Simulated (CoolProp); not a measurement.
Water at several states: Z from the reference equation and from simpler models built on Tc = 647.1 K, pc = 220.6 bar, ω = 0.344; each cubic takes its own stable root.

Model: reference Helmholtz-energy equation of state, Wagner 2002, in CoolProp.

```tsv
T (K)	p (bar)	phase	reference	van der Waals	Redlich-Kwong	Soave-Redlich-Kwong	Peng-Robinson
780.8	115	gas	0.9105	0.8955	0.8941	0.9118	0.8969
412.8	39.9	liquid	0.02256	0.04716	0.03218	0.03071	0.02720
469.3	835	liquid	0.4195	0.8414	0.6013	0.5810	0.5164
389.2	19.4	liquid	0.01140	0.9076	0.01612	0.01544	0.01369
```

At some of these states van der Waals gives the other phase, because its saturation line lies elsewhere.
